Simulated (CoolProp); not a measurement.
Hexamethyldisiloxane (MM) along the isobar 2440 kPa: density (kg/m³) from the reference equation and from simpler models built on Tc = 245.6 °C, pc = 1931 kPa, ω = 0.418; each cubic takes its own stable root.

Model: reference Helmholtz-energy equation of state, Thol 2016, in CoolProp.

```csv
T (°C),phase,reference
189.55,liquid,562.3
203.85,liquid,537.0
218.15,liquid,507.8
232.45,liquid,471.5
246.75,supercritical,418.6
261.05,supercritical,278.1
275.35,supercritical,173.3
289.65,supercritical,143.2
303.95,supercritical,126.7
318.25,supercritical,115.5
332.55,supercritical,107.1
346.85,supercritical,100.4
```

How far does each simpler model (Soave-Redlich-Kwong, Peng-Robinson) lie from the reference over these 12 states: mean and median of the absolute difference, and the worst?


- Soave-Redlich-Kwong: mean 7.9 %, median 6.7 %, worst -18.0 % at 246.75 °C and 2440 kPa
- Peng-Robinson: mean 2.9 %, median 1.7 %, worst -9.3 % at 246.75 °C and 2440 kPa
